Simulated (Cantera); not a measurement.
## Thermodynamics of chlorosilane synthesis and conversion, feed Si + HCl + H2

Charge: 1 mol Si, a varied amount of HCl, 0.28 mol H2, equilibrated at 100 Torr.

Method: chemical equilibrium by Gibbs-energy minimisation in Cantera with the NASA 1993 tables (ideal gas, pure condensed phases). Candidate condensed phases: Si; 19 gas species. The tables' values for SiCl3 are old estimates. The numbers say what is thermodynamically allowed, not how fast it happens.

Map the stable condensed phases over T = 848, 948, 1048, 1148, 1248, 1348, 1448, 1548, 1648, 1748 K and n(HCl) in mol = 0.73, 1.3, 1.8, 2.3, 2.8, 3.4, 3.9.


```
T in K \ n(HCl) in mol
         0.73  1.3  1.8  2.3  2.8  3.4  3.9
   1748     A    A    A    A    B    B    B
   1648     A    A    A    A    B    B    B
   1548     A    A    A    A    A    B    B
   1448     A    A    A    A    A    B    B
   1348     A    A    A    A    A    A    B
   1248     A    A    A    A    A    A    B
   1148     A    A    A    A    A    A    B
   1048     A    A    A    A    A    A    B
    948     A    A    A    A    A    A    B
    848     A    A    A    A    A    A    B
```
A: Si; B: gas only.
